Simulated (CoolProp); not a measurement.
Vapour-liquid equilibrium of R22 (1) + c-C4F8 (RC318) (2) at 0.154 MPa; x and y are mole fractions of (1).

Values from CoolProp's multi-fluid Helmholtz-energy mixture model, Kamei 1995 and Platzer 1990; pair parameters Bell 2016. This equation is an older, rougher fit; its heat capacities, sound speeds and derivatives of the liquid may be far off and weren't checked against measurements.

```tsv
x	bubble temperature (°C)	y at the bubble point	dew temperature at overall composition x (°C)	liquid density (mol/L)
0.05	2.3	0.130	3.8	8.135
0.125	-3.0	0.355	2.4	8.560
0.2	-9.3	0.557	0.8	9.028
0.275	-15.5	0.700	-0.9	9.518
0.35	-20.5	0.789	-2.8	10.02
0.425	-24.1	0.842	-5.0	10.53
0.5	-26.5	0.874	-7.3	11.05
0.575	-28.0	0.893	-10.0	11.60
0.65	-29.0	0.905	-13.1	12.19
0.725	-29.6	0.915	-16.7	12.83
0.8	-30.1	0.925	-21.1	13.55
0.875	-30.6	0.940	-26.6	14.37
0.95	-31.2	0.967	-30.9	15.29
```

No azeotrope shows between x = 0.05 and 0.95.

Pair parameters are fitted to limited data, so mixtures are less certain than the pure fluids. The gap from Raoult's law changes sign with composition, which may be real or a fault of the pair parameters; it wasn't checked against measurements.
